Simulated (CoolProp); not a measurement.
Properties of octamethylcyclotetrasiloxane (D4) along the isobar 0.38 MPa.

Model: reference Helmholtz-energy equation of state, Thol 2015, in CoolProp.

| T (K) | phase | density (kg/m³) | cp (kJ/(kg K)) | isothermal compressibility (1/MPa) | expansivity (1/kK) | fugacity coefficient |
|---|---|---|---|---|---|---|
| 380.7 | liquid | 855.0 | 1.832 | 0.003183 | 1.419 | 0.03193 |
| 398.4 | liquid | 833.2 | 1.872 | 0.003821 | 1.495 | 0.06050 |
| 416.2 | liquid | 810.7 | 1.914 | 0.004650 | 1.589 | 0.1065 |
| 433.9 | liquid | 787.4 | 1.957 | 0.005739 | 1.705 | 0.1751 |
| 451.7 | liquid | 762.9 | 2.001 | 0.007236 | 1.853 | 0.2723 |
| 469.5 | liquid | 736.9 | 2.049 | 0.009374 | 2.050 | 0.4027 |
| 487.2 | liquid | 709.1 | 2.099 | 0.01259 | 2.325 | 0.5686 |
| 505 | liquid | 678.0 | 2.158 | 0.01795 | 2.742 | 0.7731 |
| 522.8 | gas | 31.60 | 1.918 | 3.331 | 3.902 | 0.8483 |
| 540.5 | gas | 29.64 | 1.942 | 3.188 | 3.384 | 0.8664 |
| 558.3 | gas | 28.00 | 1.969 | 3.086 | 3.010 | 0.8819 |
| 576 | gas | 26.62 | 1.996 | 3.011 | 2.729 | 0.8952 |
